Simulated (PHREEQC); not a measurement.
Make-up at 25 °C: 0.033 mol KH2PO4, 0.009 mol HNO3 and 8.2e-07 mol H4SiO4 per kg of water. Closed to the air; pH follows from the charge balance.

Equilibrium calculation in PHREEQC: ion-association model, phreeqc.dat.

Task: The ionic strength comes out as 0.0353 mol/kgw. What activity coefficients do HPO4-2, H2PO4-, H+, NO3-, K+ get?

Result: HPO4-2 0.51, H2PO4- 0.85, H+ 0.87, NO3- 0.83, K+ 0.84.

Precipitation was switched off in this run.
